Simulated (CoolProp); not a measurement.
A single-stage vapour-compression cycle with vinyl chloride: evaporating at 218.15 K (dew point), condensing at 244.15 K (bubble point), superheat 0 K, subcooling 8 K, compressor efficiency 0.85, no pressure losses. Each further row changes one setting.

Values from CoolProp's reference Helmholtz-energy equation of state, Thol 2022.

```
case                              cooling COP  pressure ratio  discharge temperature (K)  refrigerating effect (kJ/kg)  volumetric capacity (kJ/m³)
--------------------------------  -----------  --------------  -------------------------  ----------------------------  ---------------------------
as stated                                6.68            4.07                      289.2                           362                          160
evaporating temperature 223.15 K          [?]            3.02                      279.1                           365                          [?]
condensing temperature 239.15 K           [?]            3.20                        [?]                           369                          164
subcooling 13 K                          6.82            4.07                      289.2                           369                          164
superheat 10 K                           6.53            4.07                      300.3                           369                          156
compressor efficiency 0.75               5.89            4.07                        [?]                           362                          160
```

Q: Complete the blanks.

A: 
- evaporating temperature 223.15 K, cooling COP: 8.64
- evaporating temperature 223.15 K, volumetric capacity (kJ/m³): 214
- condensing temperature 239.15 K, cooling COP: 8.41
- condensing temperature 239.15 K, discharge temperature (K): 276.6
- compressor efficiency 0.75, discharge temperature (K): 297.6
